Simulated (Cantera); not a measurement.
Charge: 1 mol Si, 6.4 mol Br₂, 1 mol N₂, at 1298.15 K and 0.150 Torr.

Method: chemical equilibrium by Gibbs-energy minimisation in Cantera with the NASA 1993 tables (ideal gas, pure condensed phases). Candidate condensed phases: Br₂, Si, Si₃N₄; 13 gas species. The tables' values for SiBr₃ are old estimates; treat these amounts as uncertain. The numbers say what is thermodynamically allowed, not how fast it happens.

Base state: Br 0.796, N₂ 0.0937, SiBr₄ 0.0905, Br₂ 0.0168, SiBr₃ 0.00177, SiBr₂ 0.00146 (mole fractions); condensed: gas only.

Problem. What changes in the equilibrium state with this change: temperature from 1298.15 K to 523.15 K?

Solution. 
```json
[
 {"species": "Br₂", "before": "0.0168", "after": "0.687"},
 {"species": "SiBr₄", "before": "0.0905", "after": "0.156"},
 {"species": "N₂", "before": "0.0937", "after": "0.156"},
 {"species": "Br", "before": "0.796", "after": "7.78e-6"},
 {"species": "SiBr₃", "before": "0.00177", "after": "<1e-9"},
 {"species": "SiBr₂", "before": "0.00146", "after": "<1e-9"}
]
```

Problem. What changes in the equilibrium state with this change: 0.71 mol H₂ added?

Solution. 
| species | before | after |
|---|---|---|
| Br | 0.796 | 0.670 |
| HBr | 0 | 0.132 |
| N₂ | 0.0937 | 0.0931 |
| Br₂ | 0.0168 | 0.0119 |
| SiBr₄ | 0.0905 | 0.0890 |
| H₂ | 0 | 1.32e-5 |
| SiBr₂ | 0.00146 | 0.00203 |
| SiBr₃ | 0.00177 | 0.00207 |
